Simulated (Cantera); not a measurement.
# Pyrogenic steam for wet oxidation

A perfectly stirred reactor is fed with H2 : O2 : N2 = 0.38 : 1 : 4.8 (molar parts), equivalence ratio 0.19, at 750 Torr; it is held at 1100 K, and followed from long to short residence time.

Model: GRI-Mech 3.0 (53 species, 325 reactions), integrated in Cantera. The temperature is held fixed by assumption; the heat of reaction is taken as removed at once.

```tsv
τ (s)	x H2	x O2	x NO2	x H	x O
2.5	0.000111	0.135	2.00e-8	1.07e-7	2.31e-6
0.92	0.000219	0.135	1.24e-8	2.89e-7	4.96e-6
0.34	0.000412	0.135	6.55e-9	7.77e-7	1.02e-5
0.13	0.000723	0.136	3.27e-9	2.01e-6	1.99e-5
0.047	0.00125	0.136	1.69e-9	5.50e-6	3.91e-5
0.017	0.00206	0.136	1.11e-9	1.50e-5	7.50e-5
0.0064	0.00326	0.136	8.91e-10	3.89e-5	0.000137
0.0024	0.00509	0.137	7.56e-10	0.000101	0.000245
0.00088	0.00798	0.138	6.18e-10	0.000260	0.000431
```
x: mole fraction; the columns are a selection and need not sum to one.
